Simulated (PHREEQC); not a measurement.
**Sulfide liquor (model solution)**

A solution holds 12 mmol/kgw NH4HS and 1.9 mmol/kgw NaHCO3, at 20 °C. Closed to the air; pH follows from the charge balance.

Equilibrium calculation in PHREEQC: ion-association model, phreeqc.dat.

This is a speciation only: nothing precipitates in the calculation.

Question: Predict the pH, specific conductance, ionic strength.

Answer: pH 8.21; specific conductance 1450 µS/cm; ionic strength 0.0133 mol/kgw.

Question: In which forms is C present?

Answer: HCO3- 98 %, CO2 1.3 %, CO3-2 0.9 % of the C.
